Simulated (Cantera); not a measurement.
Feed: 1 mol SiHCl₃, 12 mol N₂, 0.031 mol HCl, at 1150 °C and 25.0 mbar.

These are equilibrium values from Cantera (NASA tables, ideal gas, pure condensed phases), not measurements of a reactor. Candidate condensed phases: NH₄Cl, Si, Si₃N₄; 28 gas species. N₂ is the only nitrogen source here; it is nearly inert below about 1500 K, so the nitride shown seldom forms there in practice. The tables' values for SiCl₃ are old estimates; treat these amounts as uncertain. Equilibrium is a limit: real reactors are often held back by kinetics, nucleation or transport.

Base state: N₂ 0.878, HCl 0.0668, SiCl₄ 0.0245, SiCl₂ 0.0156, SiCl₃ 0.00983, H₂ 0.00496, SiHCl₃ 0.000141, Cl 3.26e-5 (mole fractions); condensed: Si₃N₄(s).

**Question.** What changes in the equilibrium state with this change: N₂ from 12 to 35 mol?

**Answer.** 
```
species          before    after
-------------  --------  -------
N₂                0.878    0.954
HCl              0.0668   0.0256
SiCl₂            0.0156  0.00826
SiCl₄            0.0245  0.00728
SiHCl₃         0.000141  2.87e-5
H₂              0.00496  0.00130
SiCl₃           0.00983  0.00390
Si₃N₄(s), mol     0.109   0.0965
```
